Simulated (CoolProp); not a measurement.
R507A along the isobar 18.5 MPa: density (kg/m³) from the reference equation and from simpler models built on Tc = 343.8 K, pc = 3.705 MPa, ω = 0.286; each cubic takes its own stable root.

The numbers come from the reference Helmholtz-energy equation of state, Lemmon 2003 in CoolProp. It is a pseudo-pure fit of the blend.

```
T (K)          phase  reference
-----  -------------  ---------
284.7         liquid       1206
296.5         liquid       1172
308.2         liquid       1138
320           liquid       1102
331.8         liquid       1065
343.5         liquid       1028
355.3  supercritical      988.5
367    supercritical      948.4
378.8  supercritical      906.9
390.5  supercritical      865.1
402.3  supercritical      822.6
414    supercritical      780.8
425.8  supercritical      739.6
437.5  supercritical      700.2
449.3  supercritical      662.5
```

Question: How far does each simpler model (van der Waals, Redlich-Kwong, Soave-Redlich-Kwong, Peng-Robinson) lie from the reference over these 15 states: mean and median of the absolute difference, and the worst?

Answer: 
- van der Waals: mean 26.5 %, median 28.2 %, worst -35.9 % at 284.7 K and 18.5 MPa
- Redlich-Kwong: mean 9.7 %, median 10.8 %, worst -12.9 % at 284.7 K and 18.5 MPa
- Soave-Redlich-Kwong: mean 12.0 %, median 12.3 %, worst -12.9 % at 414 K and 18.5 MPa
- Peng-Robinson: mean 2.9 %, median 3.0 %, worst -5.5 % at 449.3 K and 18.5 MPa
